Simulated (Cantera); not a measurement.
# Dilute partial oxidation

An isothermal, constant-pressure homogeneous reactor starts with CH₃OH : O₂ : N₂ = 0.021 : 0.0022 : 1 (molar parts), at 1475 K and 9750 Torr.

Computed with Cantera and GRI-Mech 3.0 (53 species, 325 reactions). GRI-Mech 3.0 was tuned for natural gas; its chemistry of methanol as a main component is partial and can be far from experiment. The pressure lies above the range GRI-Mech 3.0 was tuned for (to about 10 atm).

```csv
t (s),x CH₃OH,x O₂,x C₂H₄,x C₂H₂,x O
5.00e-5,0.00965,0.000857,3.85e-7,6.64e-8,1.27e-7
0.000150,0.000115,0.000200,9.01e-7,3.14e-7,4.02e-8
0.000452,6.66e-9,9.41e-5,6.23e-7,9.36e-7,2.17e-8
0.00136,1.99e-9,3.34e-5,4.76e-7,1.40e-6,2.58e-9
0.00408,5.77e-10,1.12e-5,3.74e-7,1.64e-6,3.09e-10
0.0123,2.01e-10,3.19e-6,3.16e-7,1.74e-6,3.67e-11
0.0368,1.16e-10,4.33e-7,2.98e-7,1.77e-6,3.25e-12
0.111,1.04e-10,3.13e-9,2.97e-7,1.77e-6,<1e-12
0.333,9.98e-11,<1e-12,3.00e-7,1.79e-6,<1e-12
1.00,9.47e-11,<1e-12,3.07e-7,1.82e-6,<1e-12
```
x: mole fraction; the columns are a selection and need not sum to one.

Equilibrium at this temperature and pressure: CH₃OH 2.01e-12, O₂ <1e-12, C₂H₄ 1.16e-12, C₂H₂ 6.82e-12, O <1e-12 (gas phase only).
